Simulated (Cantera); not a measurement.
An isothermal, constant-pressure homogeneous reactor starts with CH4 : CO2 = 1 : 0.97 (molar parts), at 2150 K and 2.80 bar. Integrator tolerance rtol = 1e-08.

Computed with Cantera and GRI-Mech 3.0 (53 species, 325 reactions).

Q: What does this change do: temperature 2150 to 1575 K?

A: 
| quantity | before | after |
|---|---|---|
| x(CH4) at 1.00 s | 0.000396 (gas-phase equilibrium 0.000397) | 0.0540 (gas-phase equilibrium 0.00703) |
| x(CO2) at 1.00 s | 4.54e-6 (gas-phase equilibrium 4.60e-6) | 0.0689 (gas-phase equilibrium 4.26e-5) |
| x(H2O) at 1.00 s | 2.37e-5 (gas-phase equilibrium 2.40e-5) | 0.164 (gas-phase equilibrium 0.000124) |
| x(HCO) at 1.00 s | 6.41e-7 (gas-phase equilibrium 6.41e-7) | 1.54e-8 (gas-phase equilibrium 2.96e-8) |
| x(C2H6) at 1.00 s | 6.13e-9 (gas-phase equilibrium 6.13e-9) | 4.27e-5 (gas-phase equilibrium 4.48e-7) |
| x(O2) at 1.00 s | <1e-12 (gas-phase equilibrium <1e-12) | <1e-12 (gas-phase equilibrium <1e-12) |
| x(CH3) at 1.00 s | 2.73e-5 (gas-phase equilibrium 2.73e-5) | 5.19e-5 (gas-phase equilibrium 5.06e-6) |

Q: What does this change do: temperature 2150 to 1200 K?

A: 
| quantity | before | after |
|---|---|---|
| x(CH4) at 1.00 s | 0.000396 (gas-phase equilibrium 0.000397) | 0.507 (gas-phase equilibrium 0.0214) |
| x(CO2) at 1.00 s | 4.54e-6 (gas-phase equilibrium 4.60e-6) | 0.492 (gas-phase equilibrium 0.00579) |
| x(H2O) at 1.00 s | 2.37e-5 (gas-phase equilibrium 2.40e-5) | 1.83e-6 (gas-phase equilibrium 0.00770) |
| x(HCO) at 1.00 s | 6.41e-7 (gas-phase equilibrium 6.41e-7) | <1e-12 (gas-phase equilibrium 7.99e-10) |
| x(C2H6) at 1.00 s | 6.13e-9 (gas-phase equilibrium 6.13e-9) | 0.000152 (gas-phase equilibrium 7.40e-7) |
| x(O2) at 1.00 s | <1e-12 (gas-phase equilibrium <1e-12) | <1e-12 (gas-phase equilibrium <1e-12) |
| x(CH3) at 1.00 s | 2.73e-5 (gas-phase equilibrium 2.73e-5) | 1.39e-6 (gas-phase equilibrium 7.02e-8) |
